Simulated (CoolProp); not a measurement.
n-perfluoropentane along the isobar 2810 kPa: density (kg/m³) from the reference equation and from simpler models built on Tc = 421.0 K, pc = 2063 kPa, ω = 0.436; each cubic takes its own stable root.

The numbers come from the reference Helmholtz-energy equation of state, Gao 2022 in CoolProp.

| T (K) | phase | reference |
|---|---|---|
| 317.3 | liquid | 1558 |
| 333.9 | liquid | 1500 |
| 350.5 | liquid | 1437 |
| 367.1 | liquid | 1367 |
| 383.7 | liquid | 1287 |
| 400.3 | liquid | 1190 |
| 416.9 | liquid | 1058 |
| 433.6 | supercritical | 797.6 |
| 450.2 | supercritical | 434.9 |
| 466.8 | supercritical | 338.6 |
| 483.4 | supercritical | 292.0 |
| 500 | supercritical | 262.1 |

How far does each simpler model (van der Waals, Redlich-Kwong, Soave-Redlich-Kwong, Peng-Robinson) lie from the reference over these 12 states: mean and median of the absolute difference, and the worst?


- van der Waals: mean 28.0 %, median 33.1 %, worst -37.6 % at 317.3 K and 2810 kPa
- Redlich-Kwong: mean 12.4 %, median 12.8 %, worst -16.6 % at 416.9 K and 2810 kPa
- Soave-Redlich-Kwong: mean 8.3 %, median 7.3 %, worst -17.6 % at 433.6 K and 2810 kPa
- Peng-Robinson: mean 3.6 %, median 2.4 %, worst -10.8 % at 433.6 K and 2810 kPa
